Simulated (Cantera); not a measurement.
Charge: 1 mol SiF4, 76 mol N2, 2.5 mol H2.

Cantera equilibrium calculation (NASA polynomials, part measured and part estimated; ideal gas, pure solids and liquids). Candidate condensed phases: Si, Si3N4; 37 gas species. N2 is the only nitrogen source here; it is nearly inert below about 1500 K, so the nitride shown seldom forms there in practice. The tables' values for SiF2, SiF3 are old estimates. The numbers say what is thermodynamically allowed, not how fast it happens.

Stable condensed phases, one row left out:

```
T in K \ P in Pa
              5     13     36     98    260    710   1900   5100  14000  37000 100000
   1875       A      A      A      A      A      A      A      A      A      A      A
   1825       A      A      A      A      A      A      A      A      A      A      A
   1775       A      A      A      A      A      A      A      A      A      A      A
   1725       A      A      A      A      A      A      A      A      A      A      A
   1675       A      A      A      A      A      A      A      A      A      A      A
   1625       A      A      A      A      A      A      A      A      A      A      A
   1575       A      A      A      A      A      A      A      A      A      A      A
   1475       A      A      A      A      A      A      A      A      A      B      B
   1425       A      A      A      A      A      A      A      A      B      B      B
   1375       A      A      A      A      A      A      A      B      B      B      B
   1325       A      A      A      A      A      B      B      B      B      B      B
```

A: gas only; B: Si3N4.

### Question
Give the row for 1525 K.

### Answer
5: gas only; 13: gas only; 36: gas only; 98: gas only; 260: gas only; 710: gas only; 1900: gas only; 5100: gas only; 14000: gas only; 37000: gas only; 100000: Si3N4.
